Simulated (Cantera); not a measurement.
An adiabatic, constant-pressure homogeneous reactor starts with H₂ : O₂ : N₂ = 1 : 0.877 : 3.3 (molar parts), at 1725 K and 0.340 bar.

Detailed kinetics in Cantera: GRI-Mech 3.0 (53 species, 325 reactions).

x: mole fraction; the columns are a selection and need not sum to one.

```json
[
 {"t (s)": "3.00e-6", "T (K)": "1725", "x H₂": "0.193", "x O₂": "0.169", "x H": "4.13e-6", "x NO": "<1e-12", "x H₂O": "2.75e-6", "x HO₂": "2.19e-6", "x H₂O₂": "2.47e-8"},
 {"t (s)": "8.66e-6", "T (K)": "1725", "x H₂": "0.193", "x O₂": "0.169", "x H": "0.000130", "x NO": "3.85e-12", "x H₂O": "0.000154", "x HO₂": "6.26e-6", "x H₂O₂": "1.19e-7"},
 {"t (s)": "2.50e-5", "T (K)": "1777", "x H₂": "0.0339", "x O₂": "0.0844", "x H": "0.0724", "x NO": "1.28e-6", "x H₂O": "0.113", "x HO₂": "1.05e-5", "x H₂O₂": "4.74e-7"},
 {"t (s)": "7.21e-5", "T (K)": "[?]", "x H₂": "[?]", "x O₂": "0.0771", "x H": "[?]", "x NO": "[?]", "x H₂O": "[?]", "x HO₂": "[?]", "x H₂O₂": "[?]"},
 {"t (s)": "0.000208", "T (K)": "2196", "x H₂": "0.0252", "x O₂": "0.0744", "x H": "0.0384", "x NO": "7.32e-5", "x H₂O": "0.141", "x HO₂": "5.30e-6", "x H₂O₂": "1.32e-7"},
 {"t (s)": "0.000600", "T (K)": "2497", "x H₂": "0.0189", "x O₂": "0.0726", "x H": "0.0185", "x NO": "0.000438", "x H₂O": "0.160", "x HO₂": "5.54e-6", "x H₂O₂": "1.22e-7"},
 {"t (s)": "0.00173", "T (K)": "2655", "x H₂": "0.0140", "x O₂": "0.0716", "x H": "0.0101", "x NO": "0.00264", "x H₂O": "0.173", "x HO₂": "9.28e-6", "x H₂O₂": "2.55e-7"},
 {"t (s)": "0.00500", "T (K)": "2655", "x H₂": "0.0138", "x O₂": "0.0693", "x H": "0.00974", "x NO": "0.00823", "x H₂O": "0.174", "x HO₂": "9.14e-6", "x H₂O₂": "2.57e-7"},
 {"t (s)": "0.0144", "T (K)": "2650", "x H₂": "0.0138", "x O₂": "0.0667", "x H": "0.00951", "x NO": "0.0143", "x H₂O": "0.175", "x HO₂": "8.81e-6", "x H₂O₂": "2.51e-7"},
 {"t (s)": "0.0416", "T (K)": "2649", "x H₂": "0.0138", "x O₂": "0.0662", "x H": "0.00947", "x NO": "0.0154", "x H₂O": "0.175", "x HO₂": "8.75e-6", "x H₂O₂": "2.50e-7"},
 {"t (s)": "0.120", "T (K)": "2649", "x H₂": "0.0138", "x O₂": "0.0662", "x H": "0.00947", "x NO": "0.0154", "x H₂O": "0.175", "x HO₂": "8.75e-6", "x H₂O₂": "2.50e-7"},
 {"t (s)": "0.347", "T (K)": "2649", "x H₂": "0.0138", "x O₂": "0.0662", "x H": "0.00947", "x NO": "0.0154", "x H₂O": "0.175", "x HO₂": "8.75e-6", "x H₂O₂": "2.50e-7"},
 {"t (s)": "1.00", "T (K)": "2649", "x H₂": "0.0138", "x O₂": "0.0662", "x H": "0.00947", "x NO": "0.0154", "x H₂O": "0.175", "x HO₂": "8.75e-6", "x H₂O₂": "2.50e-7"}
]
```

**Question.** Fill in the missing entries.

**Answer.** 
- 7.21e-5, T (K): 1940
- 7.21e-5, x H₂: 0.0276
- 7.21e-5, x H: 0.0590
- 7.21e-5, x NO: 1.96e-5
- 7.21e-5, x H₂O: 0.127
- 7.21e-5, x HO₂: 7.82e-6
- 7.21e-5, x H₂O₂: 2.66e-7
